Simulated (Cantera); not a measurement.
Input: 1 mol CH₂F₂, 1.3 mol H₂, equilibrated at 2900 K.

Cantera equilibrium calculation (NASA polynomials, part measured and part estimated; ideal gas, pure solids and liquids). Candidate condensed phases: C, C₆H₆, C₇H₈, C₈H₁₈; 95 gas species. Kinetics and transport are ignored.

log p: log10 of the partial pressure in bar; n: condensed amount in mol.

```csv
P (Pa),log p H,log p HF,log p H₂,log p F,log p C,log p C₃,log p C₂H₂ (acetylene),n C(graphite)
1,-5.22,-6.66,-8.56,-5.61,-5.93,-7.59,-12.30,0
4.20,[?],[?],[?],[?],[?],[?],[?],0
18,-3.99,-4.44,-6.10,-4.62,-5.13,-5.20,-8.25,0
75,[?],[?],[?],[?],[?],[?],[?],0
320,-2.82,-2.88,-3.77,-4.22,-4.72,-3.99,-5.11,0.421
1300,-2.32,-2.21,-2.77,-4.05,-4.72,-3.99,-4.11,0.812
5600,-1.89,-1.53,-1.90,-3.80,-4.72,-3.99,-3.24,0.883
24000,-1.52,-0.87,-1.16,-3.52,-4.72,-3.99,-2.49,0.889
100000,-1.18,-0.23,-0.48,-3.22,-4.72,-3.99,-1.82,0.886
```

Q: Fill in the missing entries.

A: 
- 75, log p H: -3.41
- 75, log p HF: -3.61
- 75, log p H₂: -4.93
- 75, log p F: -4.38
- 75, log p C: -4.87
- 75, log p C₃: -4.43
- 75, log p C₂H₂ (acetylene): -6.56
- 4.20, log p H: -4.60
- 4.20, log p HF: -5.48
- 4.20, log p H₂: -7.32
- 4.20, log p F: -5.05
- 4.20, log p C: -5.46
- 4.20, log p C₃: -6.20
- 4.20, log p C₂H₂ (acetylene): -10.13
